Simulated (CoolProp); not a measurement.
Vapour-liquid equilibrium of methanol (1) + hexamethyldisiloxane (MM) (2) at 0.295 MPa; x and y are mole fractions of (1).

Values from CoolProp's multi-fluid Helmholtz-energy mixture model, de Reuck 1993 and Thol 2016; pair parameters Bell 2016.

```json
[
 {"x": "0.05", "bubble temperature (°C)": "132.8", "y at the bubble point": "0.208", "dew temperature at overall composition x (°C)": "140.1", "liquid density (mol/L)": "4.087"},
 {"x": "0.125", "bubble temperature (°C)": "121.9", "y at the bubble point": "0.421", "dew temperature at overall composition x (°C)": "136.7", "liquid density (mol/L)": "4.501"},
 {"x": "0.2", "bubble temperature (°C)": "114.0", "y at the bubble point": "0.556", "dew temperature at overall composition x (°C)": "133.2", "liquid density (mol/L)": "4.948"},
 {"x": "0.275", "bubble temperature (°C)": "108.3", "y at the bubble point": "0.643", "dew temperature at overall composition x (°C)": "129.5", "liquid density (mol/L)": "5.445"},
 {"x": "0.35", "bubble temperature (°C)": "104.4", "y at the bubble point": "0.700", "dew temperature at overall composition x (°C)": "125.7", "liquid density (mol/L)": "6.010"},
 {"x": "0.425", "bubble temperature (°C)": "101.6", "y at the bubble point": "0.740", "dew temperature at overall composition x (°C)": "121.7", "liquid density (mol/L)": "6.666"},
 {"x": "0.5", "bubble temperature (°C)": "99.7", "y at the bubble point": "0.770", "dew temperature at overall composition x (°C)": "117.4", "liquid density (mol/L)": "7.446"},
 {"x": "0.575", "bubble temperature (°C)": "98.3", "y at the bubble point": "0.794", "dew temperature at overall composition x (°C)": "112.8", "liquid density (mol/L)": "8.391"},
 {"x": "0.65", "bubble temperature (°C)": "97.3", "y at the bubble point": "0.815", "dew temperature at overall composition x (°C)": "107.8", "liquid density (mol/L)": "9.561"},
 {"x": "0.725", "bubble temperature (°C)": "96.5", "y at the bubble point": "0.838", "dew temperature at overall composition x (°C)": "102.7", "liquid density (mol/L)": "11.04"},
 {"x": "0.8", "bubble temperature (°C)": "95.7", "y at the bubble point": "0.867", "dew temperature at overall composition x (°C)": "98.0", "liquid density (mol/L)": "12.97"},
 {"x": "0.875", "bubble temperature (°C)": "95.1", "y at the bubble point": "0.905", "dew temperature at overall composition x (°C)": "95.5", "liquid density (mol/L)": "15.54"},
 {"x": "0.95", "bubble temperature (°C)": "94.6", "y at the bubble point": "0.958", "dew temperature at overall composition x (°C)": "94.6", "liquid density (mol/L)": "19.13"}
]
```

No azeotrope shows between x = 0.05 and 0.95.

Pair parameters are fitted to limited data, so mixtures are less certain than the pure fluids.
